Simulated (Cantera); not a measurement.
Input: 1 mol C2H6, 0.17 mol H2O, 4.5 mol H2, 0.42 mol O2, at 2000 K.

Equilibrium computed with Cantera from the NASA thermochemical tables; the gas is ideal and each condensed phase is pure. Candidate condensed phases: C, C6H6, C7H8, C8H18, H2O; 110 gas species. The numbers say what is thermodynamically allowed, not how fast it happens.

**Question.** At 0.0250 bar, list the 4 most abundant gas species with their mole fractions, and the condensed phases.

**Answer.** H2 0.874, CO 0.116, H 0.00961, C2H2 (acetylene) 0.000671. Condensed: C(graphite).
